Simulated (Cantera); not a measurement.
What does this Cantera script print?

```python
import numpy as np
import cantera as ct

gas = ct.Solution("gri30.yaml")


def delay(T, t_max=10):
    gas.TPX = T, 310000, {'C2H4': 1, 'O2': 3, 'N2': 11.3, 'H2O': 0.82}
    reactor = ct.IdealGasReactor(gas, clone=False)
    net = ct.ReactorNet([reactor])
    net.rtol, net.atol = 1e-8, 1e-16
    while net.time < t_max:
        t_old, T_old = net.time, reactor.T
        net.step()
        if reactor.T > T + 400:  # ignition: a rise of 400 K
            return t_old + (T + 400 - T_old) / (reactor.T - T_old) * (net.time - t_old)
    return np.nan


taus = []
for T in [1050, 1100, 1150, 1200, 1250, 1300, 1350, 1400]:
    taus.append(delay(T))
    print(f"T0 = {T:6g} K   tau = {taus[-1]:.4e} s")
```

Result:

```
T0 =   1050 K   tau = 2.2752e-02 s
T0 =   1100 K   tau = 7.3481e-03 s
T0 =   1150 K   tau = 2.0799e-03 s
T0 =   1200 K   tau = 6.0957e-04 s
T0 =   1250 K   tau = 1.9497e-04 s
T0 =   1300 K   tau = 7.0651e-05 s
T0 =   1350 K   tau = 3.4229e-05 s
T0 =   1400 K   tau = 2.1041e-05 s
```

Computed with Cantera and GRI-Mech 3.0 (53 species, 325 reactions). GRI-Mech 3.0 was tuned for natural gas; its chemistry of ethylene as a main component is partial and can be far from experiment.
